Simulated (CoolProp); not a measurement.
Vapour-liquid equilibrium of C2F6 (R116) (1) + R22 (2) at -3.05 °C; x and y are mole fractions of (1).

Computed with CoolProp (multi-fluid Helmholtz-energy mixture model, Lemmon 2006 and Kamei 1995; pair parameters Bell 2016).

Problem. Give the bubble pressure and the first vapour's composition at x = 0.15, 0.25, 0.55. Is there an azeotrope?

Solution. x = 0.15: 9.720 bar, y = 0.544; x = 0.25: 11.57 bar, y = 0.628; x = 0.55: 14.43 bar, y = 0.743. No azeotrope shows between x = 0.05 and 0.95.

Pair parameters are fitted to limited data, so mixtures are less certain than the pure fluids. With so large a gap from Raoult's law the liquid may split in two, which this calculation doesn't test in full.
